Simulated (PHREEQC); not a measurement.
0.05 g of hydrous ferric oxide (600 m²/g; 0.2 weak and 0.005 strong sites per Fe, Dzombak-Morel constants, diffuse double layer) in 1 kg of water with 0.005 mol/kgw of an inert sodium salt and 0.0011 mmol/kgw MnCl2, at 25 °C; the pH is set by adding NaOH or the inert anion's acid. No oxygen is let in. The system is closed to CO2. No solid was allowed to form.

The series has 17 steps of pH, from 3 to 9.

Computed with PHREEQC (ion-association model, wateq4f.dat).

### Question
Near which pH is half of the Mn sorbed, and on which side is more sorbed?

### Answer
Near pH 7.2, with more sorbed at higher pH.

The oxide is taken as insoluble; below pH 4 it would dissolve.
